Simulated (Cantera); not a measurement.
A Cantera script and its output.

```python
import numpy as np
import cantera as ct

gas = ct.Solution("h2o2.yaml")
gas.TPX = 1023, 1333, {'H2': 0.0099, 'O2': 1}
reactor = ct.IdealGasConstPressureReactor(gas, energy="off", clone=False)
net = ct.ReactorNet([reactor])
net.rtol, net.atol = 1e-08, 1e-18
show = ['H2', 'O2', 'OH', 'H2O2', 'H', 'HO2']
times = np.geomspace(0.0001, 7, 12)

steps = ct.SolutionArray(gas, extra=["t"])
rows = []
print(f"{'t/s':>10s}{'T/K':>9s}{'P/Pa':>11s}" + "".join(f"{s:>11s}" for s in show))
for t in times:
    while net.time < t:
        t_next = net.step()
        steps.append(gas.state, t=t_next)
    rows.append([np.interp(t, steps.t, y) for y in (steps.T, steps.P, *steps(*show).X.T)])
    print(f"{t:10.3e}{rows[-1][0]:9.1f}{rows[-1][1]:11.4g}" + "".join(f"{x:11.3e}" for x in rows[-1][2:]))
rate = np.gradient(steps.T, steps.t)
print("integrator steps:", len(steps.t))
if steps.T.max() > steps.T[0] + 200:
    print(f"time of steepest temperature rise: {steps.t[rate.argmax()]:.4e} s")
gas.TPX = 1023, 1333, {'H2': 0.0099, 'O2': 1}
gas.equilibrate("TP")
print(f"equilibrium (TP): T = {gas.T:.1f} K  " + "  ".join(f"{s} {gas[s].X[0]:.3e}" for s in show))
```

Result:

```
       t/s      T/K       P/Pa         H2         O2         OH       H2O2          H        HO2
 1.000e-04   1023.0       1333  9.803e-03  9.902e-01  5.665e-12  1.156e-16  1.184e-11  1.748e-11
 2.757e-04   1023.0       1333  9.803e-03  9.902e-01  2.819e-11  8.807e-16  2.195e-11  4.837e-11
 7.602e-04   1023.0       1333  9.803e-03  9.902e-01  1.183e-10  6.724e-15  4.686e-11  1.343e-10
 2.096e-03   1023.0       1333  9.803e-03  9.902e-01  7.363e-10  5.188e-14  2.179e-10  3.813e-10
 5.779e-03   1023.0       1333  9.803e-03  9.902e-01  3.467e-08  4.949e-13  9.657e-09  1.895e-09
 1.593e-02   1023.0       1333  7.890e-03  9.886e-01  5.573e-04  4.164e-08  2.588e-04  2.690e-06
 4.393e-02   1023.0       1333  4.565e-05  9.848e-01  3.517e-04  2.068e-08  3.705e-04  1.779e-06
 1.211e-01   1023.0       1333  1.716e-05  9.877e-01  2.220e-04  1.826e-08  1.045e-04  1.206e-06
 3.340e-01   1023.0       1333  4.420e-06  9.895e-01  1.137e-04  1.627e-08  1.424e-05  6.250e-07
 9.208e-01   1023.0       1333  7.713e-07  9.900e-01  4.887e-05  1.187e-08  1.129e-06  2.360e-07
 2.539e+00   1023.0       1333  1.194e-07  9.901e-01  1.994e-05  6.203e-09  7.571e-08  6.859e-08
 7.000e+00   1023.0       1333  2.023e-08  9.901e-01  8.471e-06  2.316e-09  5.753e-09  1.728e-08
integrator steps: 1513
equilibrium (TP): T = 1023.0 K  H2 1.475e-11  O2 9.901e-01  OH 2.436e-07  H2O2 4.251e-12  H 1.386e-13  HO2 4.553e-10
```

Cantera simulation using the H2/O2 subset of GRI-Mech 3.0, which has no nitrogen chemistry; the numbers are that mechanism's predictions, not measurements. Radical loss at walls, strong at low pressure, is not modelled.
